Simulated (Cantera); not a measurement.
Input: 1 mol Al, a varied amount of O₂, 74 mol H₂, equilibrated at 1498.15 K and 1.00 bar.

These are equilibrium values from Cantera (NASA tables, ideal gas, pure condensed phases), not measurements of a reactor. Candidate condensed phases: Al, Al₂O₃, H₂O; 19 gas species. Mutual solubility and eutectic melting of coexisting phases are not modelled. The numbers say what is thermodynamically allowed, not how fast it happens.

Which condensed phases are stable at each of these points (n(O₂) (mol)): 0.21, 0.26, 0.33, 0.42, 0.52, 0.66, 0.83, 1?


```csv
n(O₂) (mol),condensed phases,Al condensed (%)
0.21,Al(l) + Al₂O₃(s),99.7
0.26,Al(l) + Al₂O₃(s),99.7
0.33,Al(l) + Al₂O₃(s),99.7
0.42,Al(l) + Al₂O₃(s),99.7
0.52,Al(l) + Al₂O₃(s),99.7
0.66,Al(l) + Al₂O₃(s),99.7
0.83,Al₂O₃(s),100.0
1,Al₂O₃(s),100.0
```

From 0.21 mol O₂ to 0.66 mol O₂ the condensed part is Al(l) + Al₂O₃(s). From 0.83 mol O₂ to 1 mol O₂ the condensed part is Al₂O₃(s).
